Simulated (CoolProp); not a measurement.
A closed Brayton cycle with dry air: compressor inlet 306.15 K and 6.3 MPa, high pressure 16.5 MPa, turbine inlet 825 K, compressor efficiency 0.85, turbine efficiency 0.93, recuperator effectiveness 0.95 (on enthalpy, no pinch check). Each further row changes one setting.

The numbers come from the reference Helmholtz-energy equation of state, Lemmon 2000 in CoolProp. It is a pseudo-pure fit of the blend.

```csv
case,thermal efficiency (%),net work (kJ/kg),compressor to turbine work,compressor exit (K),turbine exit (K)
as stated,36.2,77.1,0.60,421.5,651.5
turbine inlet 775 K,32.8,(withheld),(withheld),421.5,610.4
compressor inlet 316.15 K,34.4,72.9,(withheld),435.1,651.5
high pressure 14 MPa,37.7,(withheld),(withheld),399.6,678.6
recuperator effectiveness 0.5,(withheld),77.1,0.60,421.5,651.5
```

Problem. Complete the blanks.

Solution. 
- turbine inlet 775 K, net work (kJ/kg): 65.2
- turbine inlet 775 K, compressor to turbine work: 0.64
- compressor inlet 316.15 K, compressor to turbine work: 0.63
- high pressure 14 MPa, net work (kJ/kg): 69.8
- high pressure 14 MPa, compressor to turbine work: 0.58
- recuperator effectiveness 0.5, thermal efficiency (%): 23.9
